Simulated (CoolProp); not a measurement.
R21 along the isobar 6.96 bar: Z from the reference equation and from simpler models built on Tc = 179.6 °C, pc = 52.89 bar, ω = 0.206; each cubic takes its own stable root.

Computed with CoolProp (reference Helmholtz-energy equation of state, Platzer 1990). This equation is an older, rougher fit; its heat capacities, sound speeds and derivatives of the liquid may be far off and weren't checked against measurements.

| T (°C) | phase | reference | van der Waals | Redlich-Kwong | Soave-Redlich-Kwong | Peng-Robinson |
|---|---|---|---|---|---|---|
| -67.25 | liquid | 0.02666 | 0.04302 | 0.02893 | 0.02862 | 0.02547 |
| -48.15 | liquid | 0.02502 | 0.04026 | 0.02713 | 0.02675 | 0.02378 |
| -29.15 | liquid | 0.02369 | 0.03803 | 0.02570 | 0.02526 | 0.02243 |
| -10.05 | liquid | 0.02259 | 0.03623 | 0.02456 | 0.02406 | 0.02133 |
| 9.05 | liquid | 0.02171 | 0.03479 | 0.02368 | 0.02312 | 0.02047 |
| 28.15 | liquid | 0.02100 | 0.8874 | 0.02304 | 0.02241 | 0.01981 |
| 47.25 | liquid | 0.02048 | 0.9037 | 0.02264 | 0.02193 | 0.01936 |
| 66.25 | liquid | 0.02013 | 0.9168 | 0.8896 | 0.02170 | 0.01913 |
| 85.35 | gas | 0.8885 | 0.9274 | 0.9067 | 0.9002 | 0.8941 |
| 104.45 | gas | 0.9090 | 0.9363 | 0.9203 | 0.9157 | 0.9098 |
| 123.55 | gas | 0.9247 | 0.9437 | 0.9313 | 0.9282 | 0.9226 |
| 142.65 | gas | 0.9369 | 0.9499 | 0.9403 | 0.9385 | 0.9331 |
| 161.65 | gas | 0.9466 | 0.9552 | 0.9478 | 0.9470 | 0.9419 |
| 180.75 | gas | 0.9545 | 0.9598 | 0.9542 | 0.9542 | 0.9492 |
| 199.85 | gas | 0.9610 | 0.9638 | 0.9595 | 0.9603 | 0.9555 |

At some of these states van der Waals, Redlich-Kwong gives the other phase, because its saturation line lies elsewhere.
